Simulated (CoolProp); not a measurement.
Nitrous oxide at 398.63 K and 6.79 MPa is throttled through a valve to 0.19 MPa with no heat exchange. Each further row changes one setting.

Model: reference Helmholtz-energy equation of state, Lemmon 2006, in CoolProp. It is a short technical equation, of lower accuracy than the large ones.

```json
[
 {"case": "as stated", "temperature change (K)": "___", "final density (kg/m³)": "___"},
 {"case": "outlet pressure 0.057 MPa", "temperature change (K)": "-42.2", "final density (kg/m³)": "___"},
 {"case": "outlet pressure 0.247 MPa", "temperature change (K)": "___", "final density (kg/m³)": "3.68"}
]
```

Q: Complete the blanks.

A: 
- as stated, temperature change (K): -41.2
- as stated, final density (kg/m³): 2.83
- outlet pressure 0.057 MPa, final density (kg/m³): 0.848
- outlet pressure 0.247 MPa, temperature change (K): -40.8
